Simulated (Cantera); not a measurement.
A closed system holds: 1 mol C2F6, 0.53 mol F2, equilibrated at 1.00 bar.

Cantera equilibrium calculation (NASA polynomials, part measured and part estimated; ideal gas, pure solids and liquids). Candidate condensed phases: C; 13 gas species. The feed counts by its element totals alone. Gases not in the tables: C2F6 and larger saturated fluorocarbons. Rates play no part.

Question: What share of the C ends up in condensed phases as a function of T (K), at 2200, 2250, 2300, 2350, 2400, 2450, 2500?

Answer: 
```csv
T (K),C condensed (%),as
2200,9.5,C(graphite)
2250,8.6,C(graphite)
2300,7.5,C(graphite)
2350,6.0,C(graphite)
2400,4.2,C(graphite)
2450,1.8,C(graphite)
2500,0.0,-
```
